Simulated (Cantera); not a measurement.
Input (Python, Cantera):

```python
import numpy as np
import cantera as ct

gas = ct.Solution("gri30.yaml")
gas.TPX = 1700, 2666, {'C3H8': 1, 'H2': 8.4}
reactor = ct.IdealGasConstPressureReactor(gas, energy="off", clone=False)
net = ct.ReactorNet([reactor])
net.rtol, net.atol = 1e-08, 1e-18
show = ['C3H8', 'H2', 'CH4', 'C2H4', 'C2H6', 'C2H2', 'C2H']
times = np.geomspace(0.0003, 10, 10)

steps = ct.SolutionArray(gas, extra=["t"])
rows = []
print(f"{'t/s':>10s}{'T/K':>9s}{'P/Pa':>11s}" + "".join(f"{s:>11s}" for s in show))
for t in times:
    while net.time < t:
        t_next = net.step()
        steps.append(gas.state, t=t_next)
    rows.append([np.interp(t, steps.t, y) for y in (steps.T, steps.P, *steps(*show).X.T)])
    print(f"{t:10.3e}{rows[-1][0]:9.1f}{rows[-1][1]:11.4g}" + "".join(f"{x:11.3e}" for x in rows[-1][2:]))
rate = np.gradient(steps.T, steps.t)
print("integrator steps:", len(steps.t))
if steps.T.max() > steps.T[0] + 200:
    print(f"time of steepest temperature rise: {steps.t[rate.argmax()]:.4e} s")
gas.TPX = 1700, 2666, {'C3H8': 1, 'H2': 8.4}
gas.equilibrate("TP")
print(f"equilibrium (TP): T = {gas.T:.1f} K  " + "  ".join(f"{s} {gas[s].X[0]:.3e}" for s in show))
```

Result:

```
       t/s      T/K       P/Pa       C3H8         H2        CH4       C2H4       C2H6       C2H2        C2H
 3.000e-04   1700.0       2666  3.605e-05  8.019e-01  9.849e-02  4.858e-02  5.219e-04  3.464e-02  9.845e-07
 9.543e-04   1700.0       2666  1.378e-07  8.103e-01  9.968e-02  2.525e-02  1.342e-04  5.885e-02  6.510e-07
 3.035e-03   1700.0       2666  2.493e-08  8.154e-01  9.750e-02  1.027e-02  4.756e-05  7.401e-02  4.043e-07
 9.655e-03   1700.0       2666  8.977e-09  8.191e-01  9.409e-02  2.225e-03  2.560e-05  8.271e-02  3.184e-07
 3.071e-02   1700.0       2666  7.075e-09  8.239e-01  8.663e-02  6.951e-04  2.190e-05  8.693e-02  3.386e-07
 9.769e-02   1700.0       2666  3.868e-09  8.353e-01  6.848e-02  4.914e-04  1.455e-05  9.409e-02  3.825e-07
 3.107e-01   1700.0       2666  8.993e-10  8.536e-01  3.935e-02  2.570e-04  5.423e-06  1.055e-01  4.676e-07
 9.884e-01   1700.0       2666  6.585e-11  8.688e-01  1.495e-02  1.522e-04  9.209e-07  1.150e-01  5.732e-07
 3.144e+00   1700.0       2666  2.633e-12  8.753e-01  4.560e-03  1.366e-04  9.612e-08  1.190e-01  6.342e-07
 1.000e+01   1700.0       2666  2.690e-13  8.772e-01  1.563e-03  1.361e-04  1.408e-08  1.202e-01  6.496e-07
integrator steps: 1359
equilibrium (TP): T = 1700.0 K  C3H8 1.329e-13  H2 8.776e-01  CH4 9.646e-04  C2H4 1.362e-04  C2H6 7.193e-09  C2H2 1.204e-01  C2H 6.518e-07
```

Model: GRI-Mech 3.0 (53 species, 325 reactions), integrated in Cantera. GRI-Mech 3.0 was tuned for natural gas; its chemistry of propane as a main component is partial and can be far from experiment. GRI-Mech 3.0 stops at C3 and has no aromatics, soot or wall deposition, so with more carbon than oxygen in the feed, carbon stays in small species such as C2H2 where larger ones or solid carbon would form. Radical loss at walls, strong at low pressure, is not modelled.
